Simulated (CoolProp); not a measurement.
The numbers come from the reference Helmholtz-energy equation of state, Zhou 2011 in CoolProp.

**Question.** For dimethyl carbonate, give the phase and the Z, cv (kJ/(kg K)), speed of sound (m/s), expansivity (1/kK) at 600 K and 61.4 bar; 600 K and 73.6 bar.

**Answer.** 
- 600 K and 61.4 bar: supercritical; Z 0.558, cv 1.88, speed of sound 155, expansivity 10.9
- 600 K and 73.6 bar: supercritical; Z 0.450, cv 1.91, speed of sound 150, expansivity 17.2
